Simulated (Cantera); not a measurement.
# Silicon nitride deposition: SiF4 + N2 + H2

Input: 1 mol SiF4, 54 mol N2, 61 mol H2, held at 825 °C and 0.133 bar.

Method: chemical equilibrium by Gibbs-energy minimisation in Cantera with the NASA 1993 tables (ideal gas, pure condensed phases). Candidate condensed phases: Si, Si3N4; 37 gas species. N2 is the only nitrogen source here; it is nearly inert below about 1500 K, so the nitride shown seldom forms there in practice. The numbers say what is thermodynamically allowed, not how fast it happens.

The x(H2) is 0.525 and the x(N2) is 0.465. The x(SiF4) comes out as 0.00841. The x(HF) is 0.000630. The x(SiHF3) comes out as 6.54e-5, the x(NH3) is 1.11e-5 and the x(SiF3) comes out as 5.40e-6. The n(Si3N4(s)) is 0.00540 mol. The gas amount is 116.0 mol. The log10 activity of Si(s) (absent) is -5.23.
